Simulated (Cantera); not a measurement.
## Sublimation and decomposition of ceramics: SiC + C + N₂

Input: 1 mol SiC, 0.017 mol C, 0.25 mol N₂, at 1802 °C.

Method: chemical equilibrium by Gibbs-energy minimisation in Cantera with the NASA 1993 tables (ideal gas, pure condensed phases). Candidate condensed phases: C, Si, SiC, Si₃N₄; 20 gas species. The tables' values for SiN are old estimates; treat these amounts as uncertain. Kinetics and transport are ignored.

At 1.00 Pa the condensed part is C(graphite). From 16.0 Pa to 10.0 bar the condensed part is C(graphite) + SiC(s). The main Si-bearing gas is Si throughout.

```tsv
P (Pa)	log p N₂	log p Si	log p SiC₂	log p Si₂C	log p Si₂	n C(graphite)	n SiC(s)
1	-5.69	-5.14	-6.38	-6.57	-8.20	0.882	0
16	-3.82	-5.14	-6.37	-6.57	-8.19	0.0288	0.986
250	-2.60	-5.14	-6.37	-6.57	-8.19	0.0177	0.999
4000	-1.40	-5.14	-6.37	-6.57	-8.19	0.0170	1.000
63000	-0.20	-5.14	-6.37	-6.57	-8.19	0.0170	1.000
1000000	1.00	-5.14	-6.37	-6.57	-8.19	0.0170	1.00
```
log p: log10 of the partial pressure in bar; n: condensed amount in mol.
